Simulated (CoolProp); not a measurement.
Vapour-liquid equilibrium of ammonia (1) + benzene (2) at 295.1 K; x and y are mole fractions of (1).

The numbers come from the multi-fluid Helmholtz-energy mixture model, Gao 2020 and Thol 2012; pair parameters Bell 2016 in CoolProp.

```json
[
 {"x": "0.05", "bubble pressure (MPa)": "0.1382", "y at the bubble point": "0.920", "dew pressure at overall composition x (MPa)": "0.01159", "liquid density (mol/L)": "11.66"},
 {"x": "0.125", "bubble pressure (MPa)": "0.3103", "y at the bubble point": "0.965", "dew pressure at overall composition x (MPa)": "0.01259", "liquid density (mol/L)": "___"},
 {"x": "0.2", "bubble pressure (MPa)": "0.4493", "y at the bubble point": "0.976", "dew pressure at overall composition x (MPa)": "0.01377", "liquid density (mol/L)": "13.17"},
 {"x": "0.275", "bubble pressure (MPa)": "0.5517", "y at the bubble point": "0.981", "dew pressure at overall composition x (MPa)": "0.01520", "liquid density (mol/L)": "14.05"},
 {"x": "0.35", "bubble pressure (MPa)": "0.6211", "y at the bubble point": "___", "dew pressure at overall composition x (MPa)": "0.01696", "liquid density (mol/L)": "15.04"},
 {"x": "0.425", "bubble pressure (MPa)": "0.6651", "y at the bubble point": "0.985", "dew pressure at overall composition x (MPa)": "0.01918", "liquid density (mol/L)": "16.16"},
 {"x": "0.5", "bubble pressure (MPa)": "0.6924", "y at the bubble point": "0.986", "dew pressure at overall composition x (MPa)": "0.02206", "liquid density (mol/L)": "17.45"},
 {"x": "0.575", "bubble pressure (MPa)": "___", "y at the bubble point": "0.986", "dew pressure at overall composition x (MPa)": "0.02595", "liquid density (mol/L)": "18.93"},
 {"x": "0.65", "bubble pressure (MPa)": "0.7279", "y at the bubble point": "0.987", "dew pressure at overall composition x (MPa)": "___", "liquid density (mol/L)": "20.68"},
 {"x": "0.725", "bubble pressure (MPa)": "0.7481", "y at the bubble point": "0.988", "dew pressure at overall composition x (MPa)": "0.04010", "liquid density (mol/L)": "22.76"},
 {"x": "0.8", "bubble pressure (MPa)": "0.7761", "y at the bubble point": "0.990", "dew pressure at overall composition x (MPa)": "0.05511", "liquid density (mol/L)": "25.28"},
 {"x": "0.875", "bubble pressure (MPa)": "0.8151", "y at the bubble point": "0.992", "dew pressure at overall composition x (MPa)": "0.08810", "liquid density (mol/L)": "28.40"},
 {"x": "0.95", "bubble pressure (MPa)": "___", "y at the bubble point": "0.996", "dew pressure at overall composition x (MPa)": "0.2193", "liquid density (mol/L)": "32.38"}
]
```

Problem. Fill in the missing entries.

Solution. 
- 0.125, liquid density (mol/L): 12.38
- 0.35, y at the bubble point: 0.983
- 0.575, bubble pressure (MPa): 0.7111
- 0.65, dew pressure at overall composition x (MPa): 0.03151
- 0.95, bubble pressure (MPa): 0.8680

No azeotrope shows between x = 0.05 and 0.95.

The pair parameters rest on a limited set of measurements; away from them the model extrapolates. With so large a gap from Raoult's law the liquid may split in two, which this calculation doesn't test in full.
